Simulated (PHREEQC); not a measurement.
Dissolve 0.001 mol HF, 0.009 mol NH4F and 0.25 mol HCl per kg of water at 25 °C. Closed to the air; pH follows from the charge balance.

Computed with PHREEQC (ion-association model, wateq4f.dat).

```
Item                      Result
-----------------  -------------
pH                          0.72
ionic strength     0.250 mol/kgw
activity of water          0.991
total alkalinity     -251 meq/kg
```

```
species  molality  activity   log γ
-------  --------  --------  ------
Cl-         0.250     0.174  -0.158
H+          0.241     0.190  -0.103
HF        0.00945    0.0100   0.025
NH4+      0.00900   0.00664  -0.132
H2F2     0.000247  0.000261   0.025
F-        5.10e-5   3.51e-5  -0.162
HF2-      1.96e-6   1.35e-6  -0.162
```

No solid was allowed to form.
